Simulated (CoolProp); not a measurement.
Propane at 293.15 K and 0.222 MPa flows at 1.2 m/s in a round tube of 25 mm bore and 45 µm roughness, fully developed (64/Re and Nu = 3.66 if laminar; Colebrook and Gnielinski if turbulent). Each further row changes one setting.

Computed with CoolProp (reference Helmholtz-energy equation of state, Lemmon 2009).

| case | Reynolds number | Darcy friction factor | pressure drop (Pa/m) | heat-transfer coefficient (W/(m² K)) | mass flow (kg/h) |
|---|---|---|---|---|---|
| as stated | 15700 | ? | 3.69 | ? | ? |
| velocity 2.4 m/s | 31300 | ? | 13.2 | ? | 17.7 |
| diameter 50 mm | 31300 | 0.0256 | 1.54 | 29.8 | 35.4 |

Complete the blanks.


- as stated, Darcy friction factor: 0.0307
- as stated, heat-transfer coefficient (W/(m² K)): 35.1
- as stated, mass flow (kg/h): 8.85
- velocity 2.4 m/s, Darcy friction factor: 0.0275
- velocity 2.4 m/s, heat-transfer coefficient (W/(m² K)): 64.5

Viscosity comes from a separate model (Vogel 1998). Thermal conductivity comes from a separate model (Marsh 2002).
